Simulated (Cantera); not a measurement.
Input: 1 mol Si₃N₄, 2.2 mol O₂, 40 mol H₂, held at 1 atm.

Equilibrium computed with Cantera from the NASA thermochemical tables; the gas is ideal and each condensed phase is pure. Candidate condensed phases: H₂O, Si, SiO₂, Si₂N₂O, Si₃N₄; 35 gas species. Mutual solubility and eutectic melting of coexisting phases are not modelled. The tables hold silica as quartz up to 1696 K and as liquid above; real silica turns to tridymite and cristobalite and melts near 1996 K. Kinetics and transport are ignored.

Q: What share of the Si ends up in condensed phases as a function of T (K), at 1473, 1523, 1573, 1623, 1673, 1723, 1773, 1823, 1873?

A: 
```json
[
 {"T (K)": "1473", "Si condensed (%)": "100.0", "as": "SiO₂(β-quartz) + Si₂N₂O(s)"},
 {"T (K)": "1523", "Si condensed (%)": "100.0", "as": "SiO₂(β-quartz) + Si₂N₂O(s)"},
 {"T (K)": "1573", "Si condensed (%)": "99.9", "as": "SiO₂(β-quartz) + Si₂N₂O(s)"},
 {"T (K)": "1623", "Si condensed (%)": "99.8", "as": "SiO₂(β-quartz) + Si₂N₂O(s)"},
 {"T (K)": "1673", "Si condensed (%)": "99.4", "as": "SiO₂(β-quartz) + Si₂N₂O(s)"},
 {"T (K)": "1723", "Si condensed (%)": "98.4", "as": "SiO₂(condensed) + Si₂N₂O(s)"},
 {"T (K)": "1773", "Si condensed (%)": "95.7", "as": "SiO₂(condensed) + Si₂N₂O(s)"},
 {"T (K)": "1823", "Si condensed (%)": "89.3", "as": "SiO₂(condensed) + Si₂N₂O(s)"},
 {"T (K)": "1873", "Si condensed (%)": "74.8", "as": "SiO₂(condensed) + Si₂N₂O(s)"}
]
```
